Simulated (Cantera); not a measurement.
What does this Cantera script print?

```python
import numpy as np
import cantera as ct

gas = ct.Solution("gri30.yaml", transport_model="mixture-averaged")
show = ['H', 'OH', 'O']

rows = []
print(f"{'T/K':>7s}{'rho':>11s}{'cp':>10s}{'mu':>11s}{'lambda':>11s}{'Pr':>7s}" + "".join(f"{'D_' + s:>11s}" for s in show))
for T in [400, 600, 800, 1000, 1200, 1400]:
    gas.TPX = T, 14, {'C2H4': 0.79, 'C2H2': 0.93, 'CO': 0.19, 'CH4': 0.92}
    Pr = gas.cp_mass * gas.viscosity / gas.thermal_conductivity
    D = [gas.mix_diff_coeffs_mole[gas.species_index(s)] for s in show]
    rows.append([gas.density, gas.cp_mass, gas.viscosity, gas.thermal_conductivity, Pr, *D])
    print(f"{T:7g}{gas.density:11.4e}{gas.cp_mass:10.1f}{gas.viscosity:11.4e}"
          f"{gas.thermal_conductivity:11.4e}{Pr:7.3f}" + "".join(f"{d:11.4e}" for d in D))
print("SI units: kg/m3, J/kg/K, Pa s, W/m/K, m2/s")
```

Output:

```
    T/K        rho        cp         mu     lambda     Pr        D_H       D_OH        D_O
    400 9.8856e-05    1974.2 1.4275e-05 3.9073e-02  0.721 1.2084e+00 3.3130e-01 3.3728e-01
    600 6.5904e-05    2473.3 1.9809e-05 6.6993e-02  0.731 2.4826e+00 6.6925e-01 6.8134e-01
    800 4.9428e-05    2862.1 2.4547e-05 9.5607e-02  0.735 4.0813e+00 1.0913e+00 1.1110e+00
   1000 3.9543e-05    3182.7 2.8768e-05 1.2369e-01  0.740 5.9680e+00 1.5885e+00 1.6172e+00
   1200 3.2952e-05    3435.9 3.2624e-05 1.5084e-01  0.743 8.1186e+00 2.1550e+00 2.1939e+00
   1400 2.8245e-05    3638.9 3.6209e-05 1.7693e-01  0.745 1.0516e+01 2.7865e+00 2.8368e+00
SI units: kg/m3, J/kg/K, Pa s, W/m/K, m2/s
```

Cantera simulation using GRI-Mech 3.0 (53 species, 325 reactions); the numbers are that mechanism's predictions, not measurements. The composition is frozen, though it would react at the higher temperatures.
